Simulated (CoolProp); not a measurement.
1,2-dichloroethane at 293.15 K and 3.96 MPa is throttled through a valve to 2.72 MPa with no heat exchange. Each further row changes one setting.

The numbers come from the reference Helmholtz-energy equation of state, Thol 2015 in CoolProp.

```tsv
case	temperature change (K)	final density (kg/m³)
as stated	+0.5	1250
outlet pressure 0.816 MPa	?	1250
outlet pressure 3.54 MPa	?	?
```

Task: Fill in the missing entries.

Result: 
- outlet pressure 0.816 MPa, temperature change (K): +1.3
- outlet pressure 3.54 MPa, temperature change (K): +0.2
- outlet pressure 3.54 MPa, final density (kg/m³): 1260
